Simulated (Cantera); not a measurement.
An isothermal, constant-pressure homogeneous reactor starts with CH₄ : H₂O = 1 : 0.95 (molar parts), at 1900 K and 29.0 bar.

Cantera simulation using GRI-Mech 3.0 (53 species, 325 reactions); the numbers are that mechanism's predictions, not measurements. The pressure lies above the range GRI-Mech 3.0 was tuned for (to about 10 atm).

Question: Predict: x(CH₄) at 90.0 s; x(H₂O) at 90.0 s; x(C₂H₆) at 90.0 s; x(CO) at 90.0 s; x(H₂) at 90.0 s.

Answer: 
| Property | Value |
|---|---|
| x(CH₄) at 90.0 s | 0.0123 (gas-phase equilibrium 0.0123) |
| x(H₂O) at 90.0 s | 0.000634 (gas-phase equilibrium 0.000671) |
| x(C₂H₆) at 90.0 s | 2.36e-6 (gas-phase equilibrium 2.38e-6) |
| x(CO) at 90.0 s | 0.246 (gas-phase equilibrium 0.246) |
| x(H₂) at 90.0 s | 0.740 (gas-phase equilibrium 0.740) |
